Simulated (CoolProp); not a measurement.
n-perfluoropentane along the isotherm 45.25 °C: fugacity coefficient from the reference equation and from simpler models built on Tc = 147.9 °C, pc = 2.063 MPa, ω = 0.436; each cubic takes its own stable root.

Model: reference Helmholtz-energy equation of state, Gao 2022, in CoolProp.

```tsv
p (MPa)	phase	reference	Redlich-Kwong	Soave-Redlich-Kwong
0.206	liquid	0.7882	0.9261	0.7952
0.413	liquid	0.3990	0.7192	0.4030
0.619	liquid	0.2701	0.4881	0.2731
0.825	liquid	0.2056	0.3725	0.2082
1.03	liquid	0.1671	(withheld)	0.1694
1.24	liquid	0.1409	0.2564	0.1430
1.44	liquid	(withheld)	0.2244	0.1250
1.65	liquid	0.1090	(withheld)	(withheld)
1.86	liquid	0.09811	(withheld)	0.09988
2.06	liquid	0.08984	0.1649	(withheld)
2.27	liquid	0.08274	(withheld)	0.08441
2.48	liquid	0.07686	0.1417	0.07849
2.68	liquid	0.07212	(withheld)	0.07373
2.89	liquid	0.06787	0.1256	0.06946
3.09	liquid	0.06438	0.1194	0.06594
```

### Question
What belongs in the gaps?

### Answer

- 1.03, Redlich-Kwong: 0.3034
- 1.44, reference: 0.1230
- 1.65, Redlich-Kwong: 0.1992
- 1.65, Soave-Redlich-Kwong: 0.1108
- 1.86, Redlich-Kwong: 0.1797
- 2.06, Soave-Redlich-Kwong: 0.09155
- 2.27, Redlich-Kwong: 0.1522
- 2.68, Redlich-Kwong: 0.1332

At some of these states Redlich-Kwong gives the other phase, because its saturation line lies elsewhere.
